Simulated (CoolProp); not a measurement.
A single-stage vapour-compression cycle with the fluid: evaporating at 231.15 K (dew point), condensing at 260.15 K (bubble point), superheat 8 K, subcooling 0 K, compressor efficiency 0.85, no pressure losses. The same conditions are run with several fluids, on thermodynamics alone (safety and materials aside).

The numbers come from the reference Helmholtz-energy equation of state of each fluid (R115: Lemmon 2016; R22: Kamei 1995; R125: Lemmon 2005; C3F8 (R218): Lemmon 2006; R124: de Vries 1995; propylene: Lemmon 2013) in CoolProp.

| fluid | cooling COP | pressure ratio | discharge temperature (K) | refrigerating effect (kJ/kg) | volumetric capacity (kJ/m³) |
|---|---|---|---|---|---|
| R115 | 5.91 | 3.20 | 269.6 | … | … |
| R22 | 5.99 | 3.33 | … | 207 | 890 |
| R125 | 5.88 | 3.21 | 275.4 | … | 1140 |
| C3F8 (R218) | 5.73 | 3.34 | 263.5 | … | 655 |
| R124 | 6.09 | … | 278.8 | … | 254 |
| propylene | 6.01 | 2.99 | 287.9 | 377 | 1080 |

Question: Some entries are withheld; supply them.

Answer: 
- R115, refrigerating effect (kJ/kg): 104
- R115, volumetric capacity (kJ/m³): 746
- R22, discharge temperature (K): 298.9
- R125, refrigerating effect (kJ/kg): 133
- C3F8 (R218), refrigerating effect (kJ/kg): 83.7
- R124, pressure ratio: 4.10
- R124, refrigerating effect (kJ/kg): 154
